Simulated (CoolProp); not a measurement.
Propylene at 293.15 K and 0.556 MPa is throttled through a valve to 0.235 MPa with no heat exchange. Each further row changes one setting.

Computed with CoolProp (reference Helmholtz-energy equation of state, Lemmon 2013).

| case | temperature change (K) | final density (kg/m³) |
|---|---|---|
| as stated | -6.3 | … |
| outlet pressure 0.0705 MPa | -9.6 | 1.27 |
| outlet pressure 0.305 MPa | … | … |

Some entries are withheld; supply them.


- as stated, final density (kg/m³): 4.31
- outlet pressure 0.305 MPa, temperature change (K): -5.0
- outlet pressure 0.305 MPa, final density (kg/m³): 5.64
